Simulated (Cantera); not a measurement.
What does this Cantera script print?

```python
import numpy as np
import cantera as ct

gas_names = [...]  # 148 gases of nasa_gas.yaml made of Al, C, H, N, O
cond_names = """
    AL(cr) AL(L) ALN(s) AL2O3(a) AL2O3(L) C(gr) C6H6(L) C7H8(L) C8H18(L),n-octa H2O(s) H2O(L)
""".split()


# ... load() reads the species with a 1 bar reference pressure and builds the phases ...
atoms = {
    'Al(CH3)3': {'AL': 1, 'C': 3, 'H': 9},
    'N2O': {'N': 2, 'O': 1},
    'N2': {'N': 2},
}
top_T = {'ALN(s)': 2750, 'C(gr)': 4500}  # K; cautious upper limits of use, not melting points


# ... equilibrate(T, P, feed) seeds the gas with the atoms and calls Mixture.equilibrate('TP', solver="vcs", rtol=1e-11, max_steps=5000) ...
results = []
feed = {'Al(CH3)3': 1, 'N2O': 4.9, 'N2': 490}  # mol
T = 673  # K
P = 2300  # Pa
mix = equilibrate(T, P, feed)
results.append((T, P, feed, dict(zip(mix.species_names, mix.species_moles))))
x = sorted(zip(gas.X, gas.species_names), reverse=True)
print(f"T = {T:g} K  P = {P:g} Pa  gas = {mix.phase_moles(0):.4g} mol")
print("   x: " + "  ".join(f"{s} {v:.3e}" for v, s in x if v > 1e-05))
print("   condensed (mol): " + ("  ".join(f"{mix.phase(i).name} {mix.phase_moles(i):.4g}"
      for i in range(1, mix.n_phases) if mix.phase_moles(i) > 1e-12) or "none"))
```

Result:

```
T = 673 K  P = 2300 Pa  gas = 501.6 mol
   x: N2 9.867e-01  H2 8.400e-03  CO 2.484e-03  CO2 1.887e-03  H2O 5.215e-04  CH4 2.477e-05
   condensed (mol): AL2O3(a) 0.5  C(gr) 0.7954
```

Equilibrium computed with Cantera from the NASA thermochemical tables; the gas is ideal and each condensed phase is pure. The feed counts by its element totals alone.
